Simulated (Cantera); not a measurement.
Transport properties of process gases

Gas mixture: C3H8 : C2H6 : C2H2 = 0.072 : 0.69 : 0.98 (molar parts), at 0.158 atm, frozen composition.

Cantera's kinetic-theory transport with the Lennard-Jones parameters of GRI-Mech 3.0, ideal gas; thermal conductivity in the multicomponent form. The composition is frozen, though it would react at the higher temperatures.

| T (K) | ρ (kg/m³) | cp (J/kg/K) | μ (µPa s) | λ (mW/m/K) | Pr | D (cm²/s) CH3 | D (cm²/s) OH | D (cm²/s) H2O |
|---|---|---|---|---|---|---|---|---|
| 400 | 0.137 | 2043 | 12.9 | 35.2 | 0.748 | 1.80 | 2.50 | 1.78 |
| 650 | 0.0840 | 2699 | 19.3 | 69.0 | 0.754 | 4.27 | 5.80 | 4.52 |
| 900 | 0.0607 | 3155 | 24.6 | 103 | 0.755 | 7.48 | 10.1 | 8.21 |
| 1150 | 0.0475 | 3504 | 29.2 | 136 | 0.755 | 11.3 | 15.2 | 12.7 |
| 1400 | 0.0390 | 3759 | 33.4 | 167 | 0.754 | 15.8 | 21.1 | 17.9 |
| 1650 | 0.0331 | 3949 | 37.3 | 196 | 0.753 | 20.8 | 27.8 | 23.8 |
| 1900 | 0.0287 | 4090 | 41.0 | 223 | 0.752 | 26.3 | 35.1 | 30.2 |
| 2150 | 0.0254 | 4195 | 44.4 | 248 | 0.751 | 32.3 | 43.1 | 37.3 |
D: mixture-averaged diffusion coefficient of that species in the mixture.
